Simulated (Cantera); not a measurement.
A closed system holds: 1 mol CH3Cl, 0.031 mol Si, 18 mol H2, equilibrated at 1048 K.

Cantera equilibrium calculation (NASA polynomials, part measured and part estimated; ideal gas, pure solids and liquids). Candidate condensed phases: C, C6H6, C7H8, C8H18, Si, SiC; 109 gas species. Kinetics and transport are ignored.

log p: log10 of the partial pressure in bar; n: condensed amount in mol.

```json
[
 {"P (Pa)": "1", "log p H2": "-5.02", "log p HCl": "-6.30", "log p CH4": "-11.28", "log p SiCl4": "-12.40", "log p SiHCl3": "-13.11", "n C(graphite)": "0.969", "n SiC(s)": "0.0309"},
 {"P (Pa)": "10", "log p H2": "-4.02", "log p HCl": "-5.30", "log p CH4": "-9.28", "log p SiCl4": "-10.40", "log p SiHCl3": "-11.11", "n C(graphite)": "0.969", "n SiC(s)": "0.0309"},
 {"P (Pa)": "100", "log p H2": "(withheld)", "log p HCl": "(withheld)", "log p CH4": "(withheld)", "log p SiCl4": "(withheld)", "log p SiHCl3": "(withheld)", "n C(graphite)": "0.968", "n SiC(s)": "0.0308"},
 {"P (Pa)": "1000", "log p H2": "-2.02", "log p HCl": "-3.30", "log p CH4": "-5.28", "log p SiCl4": "-6.40", "log p SiHCl3": "-7.11", "n C(graphite)": "0.960", "n SiC(s)": "0.0299"},
 {"P (Pa)": "10000", "log p H2": "(withheld)", "log p HCl": "(withheld)", "log p CH4": "(withheld)", "log p SiCl4": "(withheld)", "log p SiHCl3": "(withheld)", "n C(graphite)": "(withheld)", "n SiC(s)": "(withheld)"},
 {"P (Pa)": "100000", "log p H2": "-0.04", "log p HCl": "-1.33", "log p CH4": "-1.32", "log p SiCl4": "-2.87", "log p SiHCl3": "-3.57", "n C(graphite)": "0.0899", "n SiC(s)": "0"}
]
```

**Question.** Fill in the missing entries.

**Answer.** 
- 100, log p H2: -3.02
- 100, log p HCl: -4.30
- 100, log p CH4: -7.28
- 100, log p SiCl4: -8.40
- 100, log p SiHCl3: -9.11
- 10000, log p H2: -1.02
- 10000, log p HCl: -2.31
- 10000, log p CH4: -3.28
- 10000, log p SiCl4: -4.44
- 10000, log p SiHCl3: -5.15
- 10000, n C(graphite): 0.874
- 10000, n SiC(s): 0.0222
